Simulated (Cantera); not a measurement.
A closed system holds: 1 mol HCl, 0.034 mol H2, 30 mol N2, equilibrated at 1798.15 K and 0.150 bar.

Method: chemical equilibrium by Gibbs-energy minimisation in Cantera with the NASA 1993 tables (ideal gas, pure condensed phases). Candidate condensed phases: NH4Cl; 12 gas species. Rates play no part.

Base state: N2 0.966, HCl 0.0316, H2 0.00138, Cl 0.000594, H 3.38e-5 (mole fractions); condensed: gas only.

Q: What changes in the equilibrium state with this change: HCl replaced by S?

A: 
```tsv
species	before	after
N2	0.966	0.982
S2	0	0.0161
H2	0.00138	0.000962
HCl	0.0316	0
Cl	0.000594	0
S	0	0.000240
SH	0	0.000171
H2S	0	5.15e-5
H	3.38e-5	2.82e-5
```
Further candidate phases: S.
